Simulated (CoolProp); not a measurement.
Values from CoolProp's reference Helmholtz-energy equation of state, Lemmon 2005. It is a short technical equation, of lower accuracy than the large ones.

Question: Give the vapour pressure (MPa), liquid density (kg/m³), vapour density (kg/m³), enthalpy of vaporisation (kJ/kg) of saturated cis-2-butene at 248.3 K.

Answer: 
```
T (K)  p (MPa)  liquid density (kg/m³)  vapour density (kg/m³)  enthalpy of vaporisation (kJ/kg)
-----  -------  ----------------------  ----------------------  --------------------------------
248.3   0.0294                     671                   0.813                               441
```
